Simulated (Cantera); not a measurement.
A Cantera script and what it prints.

```python
import numpy as np
import cantera as ct

gas_names = [...]  # 91 gases of nasa_gas.yaml made of C, Cl, H
cond_names = """
    C(gr) C6H6(L) C7H8(L) C8H18(L),n-octa
""".split()


# ... load() reads the species with a 1 bar reference pressure and builds the phases ...
atoms = {
    'CCl4': {'C': 1, 'CL': 4},
    'CH4': {'C': 1, 'H': 4},
    'H2': {'H': 2},
}
top_T = {'C(gr)': 4500}  # K; cautious upper limits of use, not melting points


# ... equilibrate(T, P, feed) seeds the gas with the atoms and calls Mixture.equilibrate('TP', solver="vcs", rtol=1e-11, max_steps=5000) ...
results = []
T = 1950  # K
P = 10000  # Pa
for m in [0.38, 0.49, 0.62, 0.78, 0.99, 1.3, 1.6, 2, 2.6, 3.3, 4.1]:
    feed = {'CCl4': 1, 'CH4': 0.015, 'H2': m}  # mol
    mix = equilibrate(T, P, feed)
    results.append((T, P, feed, dict(zip(mix.species_names, mix.species_moles))))

top = {s: max(r[3][s] / sum(r[3][g] for g in gas_names) for r in results) for s in gas_names}
cols = sorted((s for s in top if top[s] > 1e-06), key=lambda s: -top[s])[:5]
seen = [c for c in cond_names if any(r[3].get(c, 0) > 1e-12 for r in results)]
print("log10 of partial pressures in bar; condensed amounts in mol")
print(f"{'n(H2)':>10s}" + "".join(f"{s[:9]:>10s}" for s in cols + seen))
for T, P, feed, n in results:
    ng = sum(n[g] for g in gas_names)
    print(f"{feed['H2']:10.4g}" + "".join(f"{np.log10(max(n[s] / ng * P / 1e5, 1e-99)):10.3f}" for s in cols)
          + "".join(f"{n.get(c, 0):10.4g}" for c in seen))
```

Output:

```
log10 of partial pressures in bar; condensed amounts in mol
     n(H2)       HCL        CL        H2       CL2         H     C(gr)
      0.38    -1.640    -1.184    -7.044    -1.934    -6.463     1.015
      0.49    -1.543    -1.213    -6.791    -1.993    -6.336     1.015
      0.62    -1.452    -1.251    -6.535    -2.067    -6.208     1.015
      0.78    -1.364    -1.301    -6.257    -2.168    -6.069     1.015
      0.99    -1.272    -1.379    -5.919    -2.323    -5.900     1.015
       1.3    -1.167    -1.529    -5.407    -2.624    -5.644     1.015
       1.6    -1.086    -1.767    -4.769    -3.100    -5.325     1.015
         2    -1.017    -2.700    -2.765    -4.966    -4.323     1.015
       2.6    -1.068    -3.204    -1.860    -5.974    -3.871     1.014
       3.3    -1.128    -3.393    -1.602    -6.352    -3.742     1.014
       4.1    -1.189    -3.524    -1.460    -6.615    -3.671     1.013
```

Equilibrium computed with Cantera from the NASA thermochemical tables; the gas is ideal and each condensed phase is pure.
